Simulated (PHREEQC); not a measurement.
**Buffer: speciation**

Solution (25 °C): 3.6 mmol/kgw HF, 0.21 mmol/kgw NaF and 0.92 mmol/kgw NaCl. Closed to the air; pH follows from the charge balance.

The numbers come from PHREEQC with the ion-association model, phreeqc.dat.

Each row changes one thing in this solution. Precipitation was switched off in this run.

| case | pH | ionic strength (mol/kgw) | HF (mol/kgw) | F- (mol/kgw) | HF2- (mol/kgw) | NaF (mol/kgw) | SI of Halite (NaCl) |
|---|---|---|---|---|---|---|---|
| as made | 2.93 | 0.00236 | 0.00236 | 0.00142 | 1.29e-5 | 8.31e-7 | -7.60 |
| temperature from 25 to 40 °C | 2.98 | 0.00222 | 0.00250 | 0.00128 | 1.35e-5 | 7.50e-7 | -7.61 |
| diluted 100-fold with water | 4.47 | 4.55e-5 | 1.83e-6 | 3.63e-5 | 2.55e-10 | 2.32e-10 | -11.56 |
| NaF from 0.00021 to 0.0021 mol/kgw | 3.15 | 0.00377 | 0.00281 | 0.00282 | 3.05e-5 | 4.28e-6 | -7.18 |
| NaCl from 0.00092 to 9.2e-05 mol/kgw | 2.93 | 0.00152 | 0.00237 | 0.00141 | 1.29e-5 | 2.25e-7 | -9.16 |
| temperature from 25 to 85 °C | 3.17 | 0.00184 | 0.00288 | 0.000910 | 1.10e-5 | 5.31e-7 | -7.64 |

Away from 25 °C the constants follow the database's enthalpies or fits; those with neither stay at their 25 °C values.
